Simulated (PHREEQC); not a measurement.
Dissolve 44 mmol/kgw NaH2PO4, 0.081 mmol/kgw NH3 and 87 mmol/kgw KCl at 71 °C. Closed to the air; pH follows from the charge balance.

All values are PHREEQC results (ion-association model, wateq4f.dat), not measurements.

| quantity | before | after |
|---|---|---|
| pH | 4.56 | 8.56 |
| ionic strength (mol/kgw) | 0.131 | 0.219 |
| NH3 (mol/kgw) | 2.07e-8 | 5.76e-5 |
| SI of Halite (NaCl) | -4.36 | -4.10 |

Which change was made?
A) NaH2PO4 replaced by Na2HAsO4 at the same molality
B) temperature from 71 to 40 °C
C) diluted 2-fold with water
D) 0.0042 mol/kgw NaCl added
E) NH3 from 8.1e-05 to 1.62e-05 mol/kgw

A, NaH2PO4 replaced by Na2HAsO4 at the same molality

Precipitation was switched off in this run. H3PO4, which wateq4f.dat lacks, is added to it with the constant of phreeqc.dat. Constants without temperature data keep their 25 °C values here.
